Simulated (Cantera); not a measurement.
# Hydrocarbon pyrolysis for carbon deposition

A perfectly stirred reactor is fed with 3.12 % C2H6, 96.9 % N2, at 0.000170 bar; it is held at 1250 K, and followed from long to short residence time.

Cantera simulation using GRI-Mech 3.0 (53 species, 325 reactions); the numbers are that mechanism's predictions, not measurements. GRI-Mech 3.0 stops at C3 and has no aromatics, soot or wall deposition, so with more carbon than oxygen in the feed, carbon stays in small species such as C2H2 where larger ones or solid carbon would form. Radical loss at walls, strong at low pressure, is not modelled.

| τ (s) | x C2H6 | x C2H | x CH2 | x H2 | x C2H4 | x H |
|---|---|---|---|---|---|---|
| 8.6 | 0.00814 | 3.24e-9 | 3.60e-7 | 0.0187 | 0.0125 | 4.03e-5 |
| 1.9 | 0.0217 | 5.41e-10 | 3.32e-7 | 0.00699 | 0.00706 | 2.55e-5 |
| 0.42 | 0.0300 | 1.59e-11 | 7.68e-8 | 0.000829 | 0.000881 | 9.48e-6 |
| 0.092 | 0.0312 | <1e-12 | 4.24e-9 | 2.82e-5 | 2.98e-5 | 1.42e-6 |
| 0.020 | 0.0312 | <1e-12 | 8.46e-11 | 2.92e-7 | 3.57e-7 | 6.73e-8 |
| 0.0045 | 0.0312 | <1e-12 | 1.24e-12 | 2.32e-9 | 4.43e-9 | 2.38e-9 |
| 0.00099 | 0.0312 | <1e-12 | <1e-12 | 1.89e-11 | 5.27e-11 | 8.79e-11 |
| 0.00022 | 0.0312 | <1e-12 | <1e-12 | <1e-12 | <1e-12 | 1.21e-11 |
x: mole fraction; the columns are a selection and need not sum to one.
